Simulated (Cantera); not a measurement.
A closed system holds: 1 mol Ti(OiPr)4, 0.1 mol CH4, at 1700 K and 31000 Pa.

These are equilibrium values from Cantera (NASA tables, ideal gas, pure condensed phases), not measurements of a reactor. Candidate condensed phases: C, C6H6, C7H8, C8H18, H2O, Ti, TiC, TiO, TiO2, Ti2O3, Ti3O5, Ti4O7; 113 gas species. The feed counts by its element totals alone. TiC: taken at fixed stoichiometry. The numbers say what is thermodynamically allowed, not how fast it happens.

Base state: H2 0.780, CO 0.220, H 0.000234, CH4 0.000206, C2H2 (acetylene) 5.72e-5, H2O 2.56e-5 (mole fractions); condensed: C(graphite) + TiC(s).

Question: What changes in the equilibrium state with this change: temperature from 1700 K to 2050 K?

Answer: 
| species | before | after |
|---|---|---|
| H2 | 0.780 | 0.776 |
| CO | 0.220 | 0.219 |
| H | 0.000234 | 0.00359 |
| C2H2 (acetylene) | 5.72e-5 | 0.000824 |
| H2O | 2.56e-5 | 5.10e-6 |
| CH4 | 0.000206 | 6.96e-5 |
| C(graphite), mol | 7.09 | 7.07 |
| TiC(s), mol | 1.00 | 1.00 |

Question: What changes in the equilibrium state with this change: Ti(OiPr)4 replaced by TiCl4?

Answer: 
```csv
species,before,after
TiCl4,0,0.447
HCl,0,0.272
TiCl3,0,0.271
H2,0.780,0.00782
CO,0.220,0
TiCl2,0,0.000665
Cl,0,0.000633
H2O,2.56e-5,0
"C(graphite), mol",7.09,0.1000
"TiC(s), mol",1.00,0
```
The tables' values for TiCl2 are old estimates; treat these amounts as uncertain. Further candidate phases: TiCl2, TiCl3, TiCl4.
